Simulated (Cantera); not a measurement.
Input: 1 mol Pb, 1 mol NH3, 2.5 mol N2, held at 925 K and 100 Torr.

These are equilibrium values from Cantera (NASA tables, ideal gas, pure condensed phases), not measurements of a reactor. Candidate condensed phases: Pb; 11 gas species. The numbers say what is thermodynamically allowed, not how fast it happens.

Base state: N2 0.667, H2 0.333, NH3 2.08e-5, Pb 2.00e-5 (mole fractions); condensed: Pb(l).

Q: What changes in the equilibrium state with this change: temperature from 925 K to 1425 K?

A: 
```json
[
 {"species": "N2", "before": "0.667", "after": "0.609"},
 {"species": "H2", "before": "0.333", "after": "0.305"},
 {"species": "Pb", "before": "2.00e-5", "after": "0.0859"},
 {"species": "Pb2", "before": "<1e-9", "after": "2.17e-5"},
 {"species": "H", "before": "<1e-9", "after": "1.03e-5"},
 {"species": "Pb(l), mol", "before": "1.000", "after": "0.577"}
]
```

Q: What changes in the equilibrium state with this change: temperature from 925 K to 2048 K?

A: 
```tsv
species	before	after
N2	0.667	0.545
H2	0.333	0.271
Pb	2.00e-5	0.181
H	<1e-9	0.00319
Pb2	<1e-9	1.95e-5
NH3	2.08e-5	2.57e-7
Pb(l), mol	1.000	0
```
